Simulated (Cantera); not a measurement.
Feed: 1 mol SiCl₄, 1.3 mol HCl, 1.8 mol H₂, equilibrated at 1127 °C and 101000 Pa.

Method: chemical equilibrium by Gibbs-energy minimisation in Cantera with the NASA 1993 tables (ideal gas, pure condensed phases). Candidate condensed phases: Si; 19 gas species. The tables' values for SiCl₃ are old estimates; treat these amounts as uncertain. Kinetics and transport are ignored.

Base state: H₂ 0.402, HCl 0.358, SiCl₄ 0.201, SiCl₃ 0.0168, SiHCl₃ 0.0160, SiCl₂ 0.00595, SiH₂Cl₂ 0.000192 (mole fractions); condensed: gas only.

Question: What changes in the equilibrium state with this change: temperature from 1127 °C to 900 °C?

Answer: 
| species | before | after |
|---|---|---|
| H₂ | 0.402 | 0.431 |
| HCl | 0.358 | 0.326 |
| SiCl₄ | 0.201 | 0.235 |
| SiCl₃ | 0.0168 | 0.00127 |
| SiHCl₃ | 0.0160 | 0.00726 |
| SiCl₂ | 0.00595 | 6.74e-5 |
| SiH₂Cl₂ | 0.000192 | 2.87e-5 |

Question: What changes in the equilibrium state with this change: temperature from 1127 °C to 752 °C?

Answer: 
| species | before | after |
|---|---|---|
| H₂ | 0.402 | 0.436 |
| HCl | 0.358 | 0.320 |
| SiCl₄ | 0.201 | 0.241 |
| SiCl₃ | 0.0168 | 0.000101 |
| SiHCl₃ | 0.0160 | 0.00282 |
| SiCl₂ | 0.00595 | 8.85e-7 |
| SiH₂Cl₂ | 0.000192 | 3.67e-6 |

Question: What changes in the equilibrium state with this change: temperature from 1127 °C to 1052 °C?

Answer: 
```tsv
species	before	after
H₂	0.402	0.417
HCl	0.358	0.341
SiCl₄	0.201	0.218
SiCl₃	0.0168	0.00843
SiHCl₃	0.0160	0.0137
SiCl₂	0.00595	0.00177
SiH₂Cl₂	0.000192	0.000123
```
